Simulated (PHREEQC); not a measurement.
1 kg of water holding 5.4 mmol/kgw LiCl and 7.6 mmol/kgw MgSO4 is evaporated at 30 °C; the solids stay in contact with the brine. The system is closed to CO2. Solids allowed: Bischofite, Brucite, Epsomite, Hexahydrite, Kieserite, MgCl2_4H2O. Others were left out.

Equilibrium calculation in PHREEQC: Pitzer model, pitzer.dat.

```
water left (kg)  ionic strength  water activity  Mg in solution (mol/kgw)  S in solution (mol/kgw)  Cl in solution (mol/kgw)
---------------  --------------  --------------  ------------------------  -----------------------  ------------------------
1                        0.0358           1.000                   0.00760                  0.00760                   0.00540
0.8219                   0.0436           1.000                   0.00925                  0.00925                   0.00657
0.6755                   0.0530           0.999                    0.0113                   0.0113                   0.00799
0.4563                   0.0785           0.999                    0.0167                   0.0167                    0.0118
0.375                    0.0955           0.999                    0.0203                   0.0203                    0.0144
0.3082                    0.116           0.999                    0.0247                   0.0247                    0.0175
0.2533                    0.141           0.999                    0.0300                   0.0300                    0.0213
0.2082                    0.172           0.998                    0.0365                   0.0365                    0.0259
0.1711                    0.209           0.998                    0.0444                   0.0444                    0.0316
0.1156                    0.310               …                    0.0657                   0.0657                    0.0467
0.09502                   0.377           0.996                    0.0800                   0.0800                    0.0568
0.07809                   0.458           0.996                    0.0973                   0.0973                    0.0692
0.06418                   0.558               …                     0.118                    0.118                    0.0841
0.05275                   0.679               …                     0.144                    0.144                     0.102
0.04335                   0.826               …                     0.175                    0.175                     0.125
0.0293                     1.22               …                     0.259                    0.259                     0.184
0.02407                    1.49           0.986                     0.316                    0.316                     0.224
0.01979                    1.81           0.983                     0.384                    0.384                     0.273
0.01627                    2.20           0.979                     0.467                    0.467                     0.332
0.01337                    2.68           0.974                     0.568                    0.568                     0.404
0.01099                    3.26               …                     0.691                    0.691                     0.491
0.007426                   4.82               …                      1.02                     1.02                     0.727
0.006093                   5.88               …                      1.25                     1.25                     0.886
0.005012                   7.14           0.912                      1.52                     1.52                      1.08
```

**Question.** Fill in the missing entries.

**Answer.** 
- 0.1156, water activity: 0.997
- 0.06418, water activity: 0.995
- 0.05275, water activity: 0.994
- 0.04335, water activity: 0.992
- 0.0293, water activity: 0.989
- 0.01099, water activity: 0.968
- 0.007426, water activity: 0.948
- 0.006093, water activity: 0.933
